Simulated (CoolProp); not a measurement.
Aqueous ethanol as a coolant, at 25 °C, 1 atm.

Values from CoolProp's Melinder's fits for secondary coolants.

| mass % | freezing point (°C) | density (kg/m³) | cp (kJ/(kg K)) | Prandtl number | viscosity (mPa s) |
|---|---|---|---|---|---|
| 1 | -0.4 | 995.0 | 4.174 | 6.49 | 0.932 |
| 6.1 | -2.5 | 986.1 | 4.240 | 8.57 | 1.14 |
| 11.2 | -5.0 | 978.7 | 4.296 | 11.2 | 1.38 |
| 16.3 | -8.3 | 971.8 | 4.324 | 14.4 | 1.64 |
| 21.4 | -12.3 | 964.6 | 4.315 | 17.6 | 1.89 |
| 26.5 | -16.8 | 956.8 | 4.272 | 20.7 | 2.10 |
| 31.6 | -21.7 | 948.1 | 4.203 | 23.4 | 2.25 |
| 36.7 | -26.5 | 938.4 | 4.117 | 25.5 | 2.35 |
| 41.8 | -31.1 | 927.8 | 4.022 | 27.2 | 2.40 |
| 46.9 | -35.3 | 916.6 | 3.924 | 28.5 | 2.41 |
